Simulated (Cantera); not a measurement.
An isothermal, constant-pressure homogeneous reactor starts with CH4 : N2 = 1 : 4.7 (molar parts), at 1675 K and 100.0 Torr. Integrator tolerance rtol = 1e-08.

Detailed kinetics in Cantera: GRI-Mech 3.0 (53 species, 325 reactions). GRI-Mech 3.0 stops at C3 and has no aromatics, soot or wall deposition, so with more carbon than oxygen in the feed, carbon stays in small species such as C2H2 where larger ones or solid carbon would form.

What does this change do: CH4 1 to 0.56 parts?


```
quantity                                              before                                      after
-----------------  -----------------------------------------  -----------------------------------------
x(CH4) at 8.00 s   0.000730 (gas-phase equilibrium 0.000399)  0.000394 (gas-phase equilibrium 0.000145)
x(C2H2) at 8.00 s      0.0742 (gas-phase equilibrium 0.0327)      0.0479 (gas-phase equilibrium 0.0162)
x(H) at 8.00 s     0.000151 (gas-phase equilibrium 0.000151)  0.000121 (gas-phase equilibrium 0.000122)
x(C2H) at 8.00 s     2.49e-7 (gas-phase equilibrium 1.10e-7)    2.00e-7 (gas-phase equilibrium 6.76e-8)
x(C2H6) at 8.00 s    1.31e-8 (gas-phase equilibrium 4.47e-9)   5.28e-9 (gas-phase equilibrium 9.23e-10)
```
